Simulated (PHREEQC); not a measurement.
0.32 g of hydrous ferric oxide (600 m²/g; 0.2 weak and 0.005 strong sites per Fe, Dzombak-Morel constants, diffuse double layer) in 1 kg of water with 0.05 mol/kgw of an inert sodium salt and 0.00012 mol/kgw Na2SO4, at 25 °C; the pH is set by adding NaOH or the inert anion's acid. Oxygen is held at 0.21 atm. CO2 from the air is kept out. Precipitation was switched off in this run.

Base run: PHREEQC, ion-association model, wateq4f.dat. Each further column changes one thing. The table gives surface charge σ (C/m²).

```tsv
pH	base	background salt from 0.05 to 0.005 mol/kgw	oxide from 0.32 to 1.6 g/kgw	0.0014 mol/kgw ZnSO4 added
3	0.244	0.211	0.335	0.064
4.5	0.168	0.087	0.225	0.061
5.5	0.094	0.037	0.121	0.052
7	0.032	0.011	0.033	0.053
8.5	-0.010	-0.004	-0.010	0.073
9.5	-0.047	-0.018	-0.047	0.033
11	-0.159	-0.083	-0.159	-0.021
```

The oxide is taken as insoluble; below pH 4 it would dissolve. In at least one series the solution becomes supersaturated in solids that the run did not let form, among them Zn(OH)2-e, Zn4(OH)6SO4.
